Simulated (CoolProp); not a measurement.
Saturation properties of p-xylene (Tc = 616.2 K, pc = 3532 kPa, ω = 0.324).

Values from CoolProp's reference Helmholtz-energy equation of state, Zhou 2012.

| T (K) | p (kPa) | liquid density (kg/m³) | vapour Z | surface tension (mN/m) | liquid viscosity (µPa s) | vapour viscosity (µPa s) |
|---|---|---|---|---|---|---|
| 361.6 | 21.43 | 800.4 | 0.9841 | ___ | 321 | 7.76 |
| 380.3 | 40.60 | ___ | 0.9750 | 19.4 | 277 | 8.12 |
| 398.9 | 71.50 | ___ | 0.9629 | 17.5 | 241 | 8.48 |
| 417.6 | 119.0 | ___ | 0.9474 | 15.7 | 211 | 8.83 |
| 436.2 | 188.0 | 727.8 | ___ | 14.0 | 185 | 9.19 |
| 454.9 | ___ | 707.6 | 0.9049 | 12.2 | ___ | 9.56 |
| 473.5 | 415.9 | 686.4 | 0.8772 | 10.5 | 143 | 9.95 |
| 492.2 | 589.1 | 663.7 | 0.8443 | 8.89 | 125 | 10.4 |
| 510.8 | 810.8 | 639.2 | 0.8057 | 7.31 | 110 | 10.9 |
| 529.5 | 1092 | 612.3 | 0.7601 | 5.77 | 97.6 | 11.4 |
| 548.1 | 1441 | 582.1 | ___ | 4.31 | 86.8 | 12.1 |
| 566.8 | 1872 | 546.7 | 0.6401 | 2.92 | 77.7 | 12.9 |

Problem. What belongs in the gaps?

Solution. 
- 361.6, surface tension (mN/m): 21.2
- 380.3, liquid density (kg/m³): 783.1
- 398.9, liquid density (kg/m³): 765.4
- 417.6, liquid density (kg/m³): 746.9
- 436.2, vapour Z: 0.9283
- 454.9, p (kPa): 285.1
- 454.9, liquid viscosity (µPa s): 163
- 548.1, vapour Z: 0.7061

It boils at 411.5 K under 1 atm.

Viscosity comes from a separate model (Balogun 2015). Surface tension comes from a separate correlation (Mulero 2014).
